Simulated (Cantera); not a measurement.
Input: 1 mol HF, 0.11 mol SO₂, held at 2623.15 K and 1.33 mbar.

These are equilibrium values from Cantera (NASA tables, ideal gas, pure condensed phases), not measurements of a reactor. Candidate condensed phases: H₂O, H₂SO₄, S; 43 gas species. Rates play no part.

Base state: HF 0.719, O 0.0738, F 0.0568, H 0.0479, SO 0.0416, S 0.0287, SO₂ 0.0144, O₂ 0.0109 (mole fractions); condensed: gas only.

Problem. What changes in the equilibrium state with this change: pressure from 1.33 mbar to 35.0 bar?

Solution. 
```csv
species,before,after
HF,0.719,0.895
SO₂,0.0144,0.0942
SO,0.0416,0.00440
O,0.0738,0.000174
H,0.0479,5.10e-5
S,0.0287,4.91e-5
F,0.0568,0.00253
O₂,0.0109,0.00158
SOF₂,<1e-9,4.53e-5
H₂F₂,3.98e-9,0.000162
```
The ideal-gas law is rough above about 30 bar. The tables' values for SOF₂ are old estimates; treat these amounts as uncertain.
